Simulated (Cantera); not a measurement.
A perfectly stirred reactor is fed with CH4 : C2H6 : C3H8 : O2 : N2 = 1 : 0.56 : 0.039 : 2.97 : 29.7 (molar parts), at 1.00 bar; it is adiabatic with a 550 K inlet, and is followed from long to short residence time, starting on the burning branch (τ in s: 0.27, 0.069, 0.018, 0.0046, 0.0012, 0.0003, 7.8e-05, 2e-05, 5.2e-06).

Cantera simulation using GRI-Mech 3.0 (53 species, 325 reactions); the numbers are that mechanism's predictions, not measurements.

### Question
Predict: blow-out, bracketed by the residence times tried; x(CH4) at τ = 0.270 s; x(C2H6) at τ = 0.270 s; x(C3H8) at τ = 0.270 s; x(CH2O) at τ = 0.270 s; x(CO) at τ = 0.270 s; x(CH4) at τ = 1.20 ms; x(C2H6) at τ = 1.20 ms; x(C3H8) at τ = 1.20 ms.

### Answer
```json
{
 "blow_out_bracketed_by_the_residence_times_tried": "burning at 69.0 ms, out at 18.0 ms",
 "x(CH4) at τ = 0.270 s": "0.00252",
 "x(C2H6) at τ = 0.270 s": "6.23e-5",
 "x(C3H8) at τ = 0.270 s": "1.16e-6",
 "x(CH2O) at τ = 0.270 s": "7.94e-6",
 "x(CO) at τ = 0.270 s": "0.0285",
 "x(CH4) at τ = 1.20 ms": "0.0292",
 "x(C2H6) at τ = 1.20 ms": "0.0163",
 "x(C3H8) at τ = 1.20 ms": "0.00114"
}
```
